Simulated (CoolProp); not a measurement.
A Linde-Hampson liquefier for ethane: isothermal reversible compression at 320 K from 1 atm to 5 MPa, throttling to 1 atm, return gas leaving the recuperator 0 K below the feed. Each further row changes one setting.

Values from CoolProp's reference Helmholtz-energy equation of state, Bücker 2006.

```csv
case,liquid yield per pass,compression work (kJ/kg of gas)
as stated,___,315
high pressure 10 MPa,0.433,338
warm-end temperature 350 K,0.112,___
warm-end gap 5 K,___,315
```

### Question
Some entries are withheld; supply them.

### Answer

- as stated, liquid yield per pass: 0.175
- warm-end temperature 350 K, compression work (kJ/kg of gas): 354
- warm-end gap 5 K, liquid yield per pass: 0.165
